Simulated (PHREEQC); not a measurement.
Solution (20 °C): 0.0062 mol/kgw HF, 0.00027 mol/kgw H2SiF6, 0.0071 mol/kgw H3BO3 and 0.0032 mol/kgw H2SO4. Closed to the air; pH follows from the charge balance.

Computed with PHREEQC (ion-association model, phreeqc.dat).

This is a speciation only: nothing precipitates in the calculation.

Order these B species by the share of B that they hold, largest first: BF2(OH)2-, BF4-, BF3OH-, H3BO3.

H3BO3 (82 %), BF4- (14 %), BF3OH- (2.3 %), BF2(OH)2- (1.3 %)

The pH is 2.18 and the ionic strength 0.00959 mol/kgw. Examples of supersaturated solids here: Quartz (slow to form). Others may be too. SiF6-2 is the database's only silicon fluoride. Real BF4- forms and hydrolyses slowly; the run takes it at equilibrium.
